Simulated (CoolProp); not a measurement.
Saturation properties of CH2F2 (R32) (Tc = 351.3 K, pc = 5.783 MPa, ω = 0.277).

Values from CoolProp's reference Helmholtz-energy equation of state, Tillner-Roth 1997.

```csv
T (K),p (MPa),liquid density (kg/m³),vapour density (kg/m³),surface tension (mN/m),liquid viscosity (µPa s),liquid conductivity (mW/(m K))
221.1,0.09928,1214,2.931,20.7,302,?
230.2,?,1189,4.455,19.0,265,187
239.3,0.2326,1162,6.548,?,235,181
248.4,0.3379,1135,9.354,15.5,208,174
257.4,0.4750,1107,13.00,13.8,186,167
266.5,0.6534,?,17.77,12.2,166,160
275.6,0.8788,1047,23.89,10.6,148,153
284.7,1.159,?,31.70,8.99,132,145
293.8,1.501,978.8,41.65,7.49,118,138
302.9,1.915,940.7,54.38,6.04,105,130
312,2.410,898.7,70.85,4.66,93.4,?
321.1,2.995,851.0,92.65,3.35,82.6,114
330.2,3.685,794.5,122.7,2.14,72.3,106
```

What belongs in the gaps?


- 221.1, liquid conductivity (mW/(m K)): 194
- 230.2, p (MPa): 0.1549
- 239.3, surface tension (mN/m): 17.2
- 266.5, liquid density (kg/m³): 1078
- 284.7, liquid density (kg/m³): 1014
- 312, liquid conductivity (mW/(m K)): 122

It boils at 221.5 K under 1 atm.

Viscosity comes from a separate model (Bell 2016), an estimate that may be off by 10 % or more. Thermal conductivity comes from a separate model (Huber 2003), an estimate that may be off by 10 % or more. Surface tension comes from a separate correlation (Mulero 2012).
